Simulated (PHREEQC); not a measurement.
Synthetic water in mmol/kgw, 20 °C, pH 2.68, pe 8.2:

```
constituent  mmol/kgw
-----------  --------
Na                101
K               0.445
Ca               3.66
Mg               1.28
Cl               26.9
S(6)             42.4
Zn              0.026
N(5)            0.133
```

Valence states are taken as typed.

The numbers come from PHREEQC with the ion-association model, phreeqc.dat.

The ionic strength comes out as 0.138 mol/kgw. What activity coefficients do Na+, HSO4-, H+, NO3-, Mg+2 get?

Na+ 0.77, HSO4- 0.77, H+ 0.81, NO3- 0.73, Mg+2 0.38.

Precipitation was switched off in this run. Species that the database lacks are ignored.
